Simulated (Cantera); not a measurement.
Charge: 1 mol CH3SiH3, 0.011 mol C2H4, 13 mol H2, equilibrated at 1598 K and 2.10 mbar.

Method: chemical equilibrium by Gibbs-energy minimisation in Cantera with the NASA 1993 tables (ideal gas, pure condensed phases). Candidate condensed phases: C, C6H6, C7H8, C8H18, Si, SiC; 87 gas species. The feed counts by its element totals alone. Equilibrium is a limit: real reactors are often held back by kinetics, nucleation or transport.

Base state: H2 0.999, H 0.00116, C2H2 (acetylene) 2.69e-5 (mole fractions); condensed: C(graphite) + SiC(s).

### Question
What changes in the equilibrium state with this change: pressure from 2.10 mbar to 0.170 bar?

### Answer
```json
[
 {"species": "H2", "before": "0.999", "after": "1.000"},
 {"species": "CH4", "before": "3.45e-6", "after": "0.000280"},
 {"species": "H", "before": "0.00116", "after": "0.000129"},
 {"species": "C2H2 (acetylene)", "before": "2.69e-5", "after": "2.69e-5"},
 {"species": "C(graphite), mol", "before": "0.0211", "after": "0.0166"},
 {"species": "SiC(s), mol", "before": "1.000", "after": "1.000"}
]
```
